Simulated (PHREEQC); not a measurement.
A PHREEQC speciation (ion-association model, phreeqc.dat) at 20 °C gives pH 2.33 and these molalities:

```tsv
species	mol/kgw
FeSO4+	0.129
SO4-2	0.0845
AlSO4+	0.0773
Fe(SO4)2-	0.0493
Al(SO4)2-	0.0450
HSO4-	0.0106
Al+3	0.00968
H+	0.00612
Fe+3	0.00498
FeHSO4+2	0.00395
FeOH+2	0.00210
Fe2(OH)2+4	0.00114
Fe3(OH)4+5	0.000176
AlHSO4+2	7.34e-5
Fe(OH)2+	3.96e-5
AlOH+2	5.76e-6
```

Problem. What are the element totals, and what could have been dissolved in 1 kg of water to give them?

Solution. One answer among several that fit: totals Al 0.132, Fe(3) 0.192, S(6) 0.494 mol/kgw, from 7.8 mmol/kgw H2SO4, 66 mmol/kgw Al2(SO4)3 and 96 mmol/kgw Fe2(SO4)3.

This is a speciation only: nothing precipitates in the calculation. Examples of supersaturated solids here: Hematite (slow to form), Goethite (slow to form). Others may be too.
